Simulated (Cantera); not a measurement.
A Cantera script and what it prints.

```python
import numpy as np
import cantera as ct

gas_names = """
    H H2 H2S N NH NH2 NH3 N2 N2H2 N2H4 Pb PbS Pb2 S SH SN S2 S8
""".split()
cond_names = """
    Pb(cr) Pb(L) PbS(s) PbS(L) S(cr1) S(cr2) S(L)
""".split()


def load(file, names, dense=False):
    # The tables refer to 1 bar. Condensed volumes are neglected.
    table = {s.name: s for s in ct.Species.list_from_file(file)}
    out = []
    for n in names:
        d = dict(table[n].input_data)
        d["thermo"] = dict(d["thermo"], **{"reference-pressure": 1e5})
        if dense:
            d["equation-of-state"] = {"model": "constant-volume", "density": "1e6 g/cm^3"}
        out.append(ct.Species.from_dict(d))
    return out


gas = ct.Solution(thermo="ideal-gas", species=load("nasa_gas.yaml", gas_names))
cond = {s.name: ct.Solution(thermo="fixed-stoichiometry", species=[s], name=s.name)
        for s in load("nasa_condensed.yaml", cond_names, dense=True)}
atoms = {
    'Pb': {'Pb': 1},
    'H2S': {'H': 2, 'S': 1},
    'N2': {'N': 2},
    'NH3': {'N': 1, 'H': 3},
}
top_T = {}  # K; cautious upper limits of use, not melting points


def equilibrate(T, P, feed):
    n = {}
    for name, mol in feed.items():
        for a, k in atoms[name].items():
            n[a] = n.get(a, 0.0) + k * mol
    gas.TPX = T, P, n
    mass = sum(n.values()) * gas.mean_molecular_weight
    gas.equilibrate("TP")
    valid = [c for c in cond.values() if c.min_temp <= T <= top_T.get(c.name, c.max_temp)]
    mix = ct.Mixture([(gas, mass / gas.mean_molecular_weight)] + [(c, 0.0) for c in valid])
    mix.T, mix.P = T, P
    mix.equilibrate("TP", solver="vcs", rtol=1e-11, max_steps=5000)
    return mix


results = []
feed = {'Pb': 1, 'H2S': 0.021, 'N2': 5.9, 'NH3': 1.7}  # mol
P = 101325  # Pa
for T in [1498, 1523, 1548, 1573, 1598, 1623, 1648, 1673, 1698]:
    mix = equilibrate(T, P, feed)
    results.append((T, P, feed, dict(zip(mix.species_names, mix.species_moles))))
    x = sorted(zip(gas.X, gas.species_names), reverse=True)
    print(f"T = {T:g} K  P = {P:g} Pa  gas = {mix.phase_moles(0):.4g} mol")
    print("   x: " + "  ".join(f"{s} {v:.3e}" for v, s in x if v > 1e-05))
    print("   condensed (mol): " + ("  ".join(f"{mix.phase(i).name} {mix.phase_moles(i):.4g}"
          for i in range(1, mix.n_phases) if mix.phase_moles(i) > 1e-12) or "none"))
```

Output:

```
T = 1498 K  P = 101325 Pa  gas = 9.566 mol
   x: N2 7.056e-01  H2 2.684e-01  Pb 2.377e-02  PbS 1.871e-03  H2S 3.211e-04
   condensed (mol): Pb(L) 0.7545
T = 1523 K  P = 101325 Pa  gas = 9.63 mol
   x: N2 7.009e-01  H2 2.667e-01  Pb 3.015e-02  PbS 1.908e-03  H2S 2.701e-04  Pb2 1.459e-05  H 1.186e-05
   condensed (mol): Pb(L) 0.691
T = 1548 K  P = 101325 Pa  gas = 9.708 mol
   x: N2 6.953e-01  H2 2.646e-01  Pb 3.795e-02  PbS 1.933e-03  H2S 2.269e-04  Pb2 2.137e-05  H 1.573e-05
   condensed (mol): Pb(L) 0.6124
T = 1573 K  P = 101325 Pa  gas = 9.805 mol
   x: N2 6.884e-01  H2 2.620e-01  Pb 4.740e-02  PbS 1.948e-03  H2S 1.904e-04  Pb2 3.089e-05  H 2.067e-05
   condensed (mol): Pb(L) 0.5155
T = 1598 K  P = 101325 Pa  gas = 9.924 mol
   x: N2 6.801e-01  H2 2.589e-01  Pb 5.878e-02  PbS 1.953e-03  H2S 1.595e-04  Pb2 4.413e-05  H 2.691e-05
   condensed (mol): Pb(L) 0.3964
T = 1623 K  P = 101325 Pa  gas = 10.07 mol
   x: N2 6.703e-01  H2 2.551e-01  Pb 7.241e-02  PbS 1.949e-03  H2S 1.333e-04  Pb2 6.232e-05  H 3.468e-05
   condensed (mol): Pb(L) 0.2499
T = 1648 K  P = 101325 Pa  gas = 10.25 mol
   x: N2 6.585e-01  H2 2.507e-01  Pb 8.861e-02  PbS 1.934e-03  H2S 1.111e-04  Pb2 8.705e-05  H 4.429e-05
   condensed (mol): Pb(L) 0.0701
T = 1673 K  P = 101325 Pa  gas = 10.32 mol
   x: N2 6.540e-01  H2 2.490e-01  Pb 9.479e-02  PbS 1.924e-03  H2S 1.072e-04  Pb2 9.308e-05  H 5.645e-05
   condensed (mol): none
T = 1698 K  P = 101325 Pa  gas = 10.32 mol
   x: N2 6.540e-01  H2 2.490e-01  Pb 9.480e-02  PbS 1.918e-03  H2S 1.115e-04  Pb2 8.717e-05  H 7.168e-05
   condensed (mol): none
```

Method: chemical equilibrium by Gibbs-energy minimisation in Cantera with the NASA 1993 tables (ideal gas, pure condensed phases).
